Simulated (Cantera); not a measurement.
Mixture: CO : H2 : CH4 : O2 : N2 = 1 : 0.09 : 0.13 : 0.4 : 1.5 (molar parts), equivalence ratio 2.0, at 101000 Pa, adiabatic and at constant pressure. Ignition delay is the time to a rise of 400 K.

Detailed kinetics in Cantera: GRI-Mech 3.0 (53 species, 325 reactions).

Predict: delay at 1175 K; delay at 1325 K; delay at 1475 K; delay at 1625 K; delay at 1775 K; apparent activation energy between 1625 and 1775 K.


- delay at 1175 K: 1.65 ms
- delay at 1325 K: 0.506 ms
- delay at 1475 K: 0.196 ms
- delay at 1625 K: 94.2 µs
- delay at 1775 K: 51.2 µs
- apparent activation energy between 1625 and 1775 K: 97 kJ/mol
